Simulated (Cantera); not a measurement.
Charge: 1 mol HI, 0.055 mol H2, held at 1527 °C and 75.0 Torr.

Cantera equilibrium calculation (NASA polynomials, part measured and part estimated; ideal gas, pure solids and liquids). Candidate condensed phases: I2; 5 gas species. The numbers say what is thermodynamically allowed, not how fast it happens.

Base state: I 0.566, H2 0.323, HI 0.108, I2 0.00264, H 0.000643 (mole fractions); condensed: gas only.

Q: What changes in the equilibrium state with this change: HI replaced by CO2?

A: 
```tsv
species	before	after
CO2	0	0.896
CO	0	0.0517
H2O	0	0.0513
I	0.566	0
H2	0.323	0.000774
HI	0.108	0
I2	0.00264	0
OH	0	0.000138
O2	0	0.000127
```
Further candidate phases: C, C6H6, C7H8, C8H18, H2O.
